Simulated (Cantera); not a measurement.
Cantera run:

```python
import numpy as np
import cantera as ct

gas_names = """
    O O2 O3 S SO SO2 SO3 S2 S2O S8
""".split()
cond_names = """
    S(cr1) S(cr2) S(L)
""".split()


# ... load() reads the species with a 1 bar reference pressure and builds the phases ...
atoms = {
    'SO2': {'S': 1, 'O': 2},
}
top_T = {}  # K; cautious upper limits of use, not melting points


# ... equilibrate(T, P, feed) seeds the gas with the atoms and calls Mixture.equilibrate('TP', solver="vcs", rtol=1e-11, max_steps=5000) ...
results = []
feed = {'SO2': 1}  # mol
T = 3275  # K
P = 310  # Pa
mix = equilibrate(T, P, feed)
results.append((T, P, feed, dict(zip(mix.species_names, mix.species_moles))))
x = sorted(zip(gas.X, gas.species_names), reverse=True)
print(f"T = {T:g} K  P = {P:g} Pa  gas = {mix.phase_moles(0):.4g} mol")
print("   x: " + "  ".join(f"{s} {v:.3e}" for v, s in x if v > 0.001))
print("   condensed (mol): " + ("  ".join(f"{mix.phase(i).name} {mix.phase_moles(i):.4g}"
      for i in range(1, mix.n_phases) if mix.phase_moles(i) > 1e-12) or "none"))
```

Result:

```
T = 3275 K  P = 310 Pa  gas = 2.762 mol
   x: O 6.223e-01  S 2.942e-01  SO 6.330e-02  O2 1.662e-02  SO2 2.633e-03
   condensed (mol): none
```

Method: chemical equilibrium by Gibbs-energy minimisation in Cantera with the NASA 1993 tables (ideal gas, pure condensed phases).
